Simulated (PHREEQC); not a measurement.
A solution holds 140 mmol/kgw FeCl3, 1.1 mmol/kgw MgSO4, 110 mmol/kgw H2SO4 and 2.1 mmol/kgw Na2SO4, at 25 °C. Closed to the air; pH follows from the charge balance.

Equilibrium calculation in PHREEQC: ion-association model, phreeqc.dat.

This is a speciation only: nothing precipitates in the calculation.

Task: Estimate the pH.

Result: pH 0.92.

Task: In which forms is S present?

Result: FeSO4+ 35 %, HSO4- 27 %, FeHSO4+2 26 %, SO4-2 8.5 %, Fe(SO4)2- 2.7 % of the S.

The solution is supersaturated, for example in Hematite (slow to form), Goethite (slow to form), so a real one may precipitate; this is no full list. Complexes and solids missing from the database can't appear.
